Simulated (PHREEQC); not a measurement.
Solution (20 °C): 2.6 mol/kgw HCl, 1.7 mol/kgw FeCl2 and 0.28 mol/kgw LiCl. Closed to the air; pH follows from the charge balance.

Computed with PHREEQC (Pitzer model, pitzer.dat).

### Question
The ionic strength comes out as 7.98 mol/kgw. What activity coefficients do Li+, H+, Fe+2, Cl- get?

### Answer
Li+ 10, H+ 13, Fe+2 13, Cl- 0.65. Single-ion values are on the MacInnes scale.

This is a speciation only: nothing precipitates in the calculation. Species that the database lacks are ignored. In brines, pH and single-ion activities rest on the MacInnes convention.
